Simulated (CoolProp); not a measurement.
C3F8 (R218) along the isotherm 166.85 °C: fugacity coefficient from the reference equation and from simpler models built on Tc = 71.9 °C, pc = 2.640 MPa, ω = 0.317; each cubic takes its own stable root.

Computed with CoolProp (reference Helmholtz-energy equation of state, Lemmon 2006). It is a short technical equation, of lower accuracy than the large ones.

```tsv
p (MPa)	phase	reference
1.54	gas	0.9240
3.08	supercritical	0.8520
4.62	supercritical	0.7855
6.15	supercritical	0.7276
7.69	supercritical	0.6795
9.23	supercritical	0.6418
10.8	supercritical	0.6128
12.3	supercritical	0.5924
13.8	supercritical	0.5775
15.4	supercritical	0.5665
16.9	supercritical	0.5598
18.5	supercritical	0.5560
20	supercritical	0.5549
```

Q: How far does each simpler model (van der Waals, Redlich-Kwong, Soave-Redlich-Kwong, Peng-Robinson) lie from the reference over these 13 states: mean and median of the absolute difference, and the worst?

A: 
- van der Waals: mean 8.6 %, median 9.5 %, worst -11.6 % at 166.85 °C and 9.23 MPa
- Redlich-Kwong: mean 7.9 %, median 8.9 %, worst -10.7 % at 166.85 °C and 20 MPa
- Soave-Redlich-Kwong: mean 4.9 %, median 5.6 %, worst +8.3 % at 166.85 °C and 20 MPa
- Peng-Robinson: mean 2.8 %, median 2.7 %, worst -4.1 % at 166.85 °C and 20 MPa
